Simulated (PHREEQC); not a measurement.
A solution holds 0.28 mol CdCl2, 9.1e-05 mol H3BO3 and 0.0032 mol FeSO4 per kg of water, at 60 °C. It is in equilibrium with CO2 at log p = -3.5 (atm). Otherwise closed; pH follows from the charge balance.

Computed with PHREEQC (ion-association model, wateq4f.dat).

No solid was allowed to form.

Problem. Predict the pH, ionic strength.

Solution. pH 5.06; ionic strength 0.260 mol/kgw.

Problem. In which forms is Cl present?

Solution. Cl- 37 %, CdCl+ 29 %, CdCl2 26 %, CdCl3- 8.1 % of the Cl.

Species that the database lacks are ignored. Away from 25 °C the constants follow the database's enthalpies or fits; those with neither stay at their 25 °C values.
